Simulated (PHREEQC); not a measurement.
A made-up water analysis in mg/L, 25 °C, pH 3.01, pe 11.1:

| constituent | mg/L |
|---|---|
| Na | 56.5 |
| K | 1.71e-06 |
| Ca | 296 |
| Mg | 144 |
| Cl | 56.6 |
| S(6) as SO4 | 1870 |
| N(5) as NO3 | 1.81 |
| Cd | 8.43 |
| Zn | 1.78 |
| Fe(3) | 206 |

Valence states are taken as typed.

Computed with PHREEQC (ion-association model, phreeqc.dat).

```csv
quantity,before,after
ionic strength (mol/kgw),0.0465,0.0852
SO4-2 (mol/kgw),0.0111,0.0204
Ca+2 (mol/kgw),0.00511,0.00943
Mg+2 (mol/kgw),0.00371,0.00670
CaSO4 (mol/kgw),0.00227,0.00537
SI of Gypsum (CaSO4:2H2O),-0.31,+0.07
SI of Jarosite-K (KFe3(SO4)2(OH)6),-1.06,-0.13
```

Which change was made?
A) S(6) from 1870 to 935 mg/L
B) all concentrations times 2 at the same typed pH
C) temperature from 25 to 35 °C at the same typed pH

B, all concentrations times 2 at the same typed pH

No solid was allowed to form. Some of these states are supersaturated (in Hematite (slow to form), Goethite (slow to form), Gypsum, for instance).
